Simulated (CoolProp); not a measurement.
Propane along the isobar 537 kPa: fugacity coefficient from the reference equation and from simpler models built on Tc = 96.7 °C, pc = 4251 kPa, ω = 0.152; each cubic takes its own stable root.

The numbers come from the reference Helmholtz-energy equation of state, Lemmon 2009 in CoolProp.

```json
[
 {"T (°C)": "-98.05", "phase": "liquid", "reference": "0.006505"},
 {"T (°C)": "-77.35", "phase": "liquid", "reference": "0.02928"},
 {"T (°C)": "-56.65", "phase": "liquid", "reference": "0.09439"},
 {"T (°C)": "-35.95", "phase": "liquid", "reference": "0.2389"},
 {"T (°C)": "-15.25", "phase": "liquid", "reference": "0.5042"},
 {"T (°C)": "5.45", "phase": "gas", "reference": "0.8952"},
 {"T (°C)": "26.15", "phase": "gas", "reference": "0.9167"},
 {"T (°C)": "46.85", "phase": "gas", "reference": "0.9326"},
 {"T (°C)": "67.55", "phase": "gas", "reference": "0.9447"},
 {"T (°C)": "88.25", "phase": "gas", "reference": "0.9541"},
 {"T (°C)": "108.95", "phase": "gas", "reference": "0.9616"},
 {"T (°C)": "129.65", "phase": "gas", "reference": "0.9676"},
 {"T (°C)": "150.35", "phase": "gas", "reference": "0.9725"},
 {"T (°C)": "171.05", "phase": "gas", "reference": "0.9765"},
 {"T (°C)": "191.75", "phase": "gas", "reference": "0.9799"},
 {"T (°C)": "212.45", "phase": "gas", "reference": "0.9827"}
]
```

### Question
How far does each simpler model (van der Waals, Redlich-Kwong, Soave-Redlich-Kwong, Peng-Robinson) lie from the reference over these 16 states: mean and median of the absolute difference, and the worst?

### Answer
- van der Waals: mean 252.5 %, median 1.3 %, worst +2219.8 % at -98.05 °C and 537 kPa
- Redlich-Kwong: mean 9.1 %, median 0.2 %, worst +32.1 % at -77.35 °C and 537 kPa
- Soave-Redlich-Kwong: mean 0.5 %, median 0.1 %, worst -3.2 % at -98.05 °C and 537 kPa
- Peng-Robinson: mean 0.9 %, median 0.4 %, worst +5.6 % at -98.05 °C and 537 kPa

At some of these states van der Waals gives the other phase, because its saturation line lies elsewhere.
